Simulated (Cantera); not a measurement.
A closed system holds: 1 mol MgO, 0.98 mol CH4, 1.1 mol CO, 0.4 mol C, held at 1.30 bar.

Method: chemical equilibrium by Gibbs-energy minimisation in Cantera with the NASA 1993 tables (ideal gas, pure condensed phases). Candidate condensed phases: C, C6H6, C7H8, C8H18, H2O, Mg, MgCO3, MgO, Mg(OH)2; 116 gas species. Kinetics and transport are ignored.

Question: What share of the Mg ends up in condensed phases as a function of T (°C), at 1352, 1427, 1502, 1577, 1652, 1727, 1802, 1877?

Answer: 
| T (°C) | Mg condensed (%) | as |
|---|---|---|
| 1352 | 100.0 | MgO(s) |
| 1427 | 99.9 | MgO(s) |
| 1502 | 99.4 | MgO(s) |
| 1577 | 96.6 | MgO(s) |
| 1652 | 83.0 | MgO(s) |
| 1727 | 7.8 | MgO(s) |
| 1802 | 0.0 | - |
| 1877 | 0.0 | - |
